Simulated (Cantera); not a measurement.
A closed system holds: 1 mol SiO2, 0.0032 mol Si, 8.2 mol N2, held at 0.880 bar.

Method: chemical equilibrium by Gibbs-energy minimisation in Cantera with the NASA 1993 tables (ideal gas, pure condensed phases). Candidate condensed phases: Si, SiO2, Si2N2O, Si3N4; 30 gas species. Ions and electrons are included (thermal ionisation). The tables' values for SiN, SiO2 are old estimates; treat these amounts as uncertain. Kinetics and transport are ignored.

Question: At 4727 °C, list the 7 most abundant gas species with their mole fractions, and the condensed phases.

Answer: N2 0.754, O 0.113, SiO 0.0682, N 0.0307, Si 0.0257, NO 0.00653, e- 0.000354. Condensed: gas only.
